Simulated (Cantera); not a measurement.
# Equilibrium for silicon carbide growth: CH₃SiCl₃ + H₂

A closed system holds: 1 mol CH₃SiCl₃, 60 mol H₂, equilibrated at 0.640 bar.

Equilibrium computed with Cantera from the NASA thermochemical tables; the gas is ideal and each condensed phase is pure. Candidate condensed phases: C, C₆H₆, C₇H₈, C₈H₁₈, Si, SiC; 109 gas species. The feed counts by its element totals alone. The tables' values for SiCl, SiCl₃ are old estimates; treat these amounts as uncertain. Gases not in the tables: Si₂H₆ and higher silanes. The numbers say what is thermodynamically allowed, not how fast it happens.

From 1277 °C to 2077 °C the condensed part is SiC(s). The main Si-bearing gas is SiCl₂ throughout.

```json
[
 {"T (°C)": "1277", "log p H₂": "-0.22", "log p HCl": "-1.52", "log p H": "-4.61", "log p C₂H₂ (acetylene)": "-6.20", "log p SiCl₂": "-3.77", "n SiC(s)": "0.981"},
 {"T (°C)": "1377", "log p H₂": "-0.22", "log p HCl": "-1.52", "log p H": "-4.15", "log p C₂H₂ (acetylene)": "-5.42", "log p SiCl₂": "-3.75", "n SiC(s)": "0.981"},
 {"T (°C)": "1477", "log p H₂": "-0.22", "log p HCl": "-1.52", "log p H": "-3.74", "log p C₂H₂ (acetylene)": "-4.78", "log p SiCl₂": "-3.72", "n SiC(s)": "0.980"},
 {"T (°C)": "1577", "log p H₂": "-0.22", "log p HCl": "-1.52", "log p H": "-3.38", "log p C₂H₂ (acetylene)": "-4.30", "log p SiCl₂": "-3.64", "n SiC(s)": "0.977"},
 {"T (°C)": "1677", "log p H₂": "-0.22", "log p HCl": "-1.53", "log p H": "-3.05", "log p C₂H₂ (acetylene)": "-3.98", "log p SiCl₂": "-3.52", "n SiC(s)": "0.969"},
 {"T (°C)": "1777", "log p H₂": "-0.22", "log p HCl": "-1.53", "log p H": "-2.75", "log p C₂H₂ (acetylene)": "-3.74", "log p SiCl₂": "-3.39", "n SiC(s)": "0.957"},
 {"T (°C)": "1877", "log p H₂": "-0.22", "log p HCl": "-1.53", "log p H": "-2.48", "log p C₂H₂ (acetylene)": "-3.54", "log p SiCl₂": "-3.28", "n SiC(s)": "0.936"},
 {"T (°C)": "1977", "log p H₂": "-0.22", "log p HCl": "-1.54", "log p H": "-2.24", "log p C₂H₂ (acetylene)": "-3.33", "log p SiCl₂": "-3.19", "n SiC(s)": "0.901"},
 {"T (°C)": "2077", "log p H₂": "-0.22", "log p HCl": "-1.55", "log p H": "-2.02", "log p C₂H₂ (acetylene)": "-3.10", "log p SiCl₂": "-3.13", "n SiC(s)": "0.829"}
]
```
log p: log10 of the partial pressure in bar; n: condensed amount in mol.
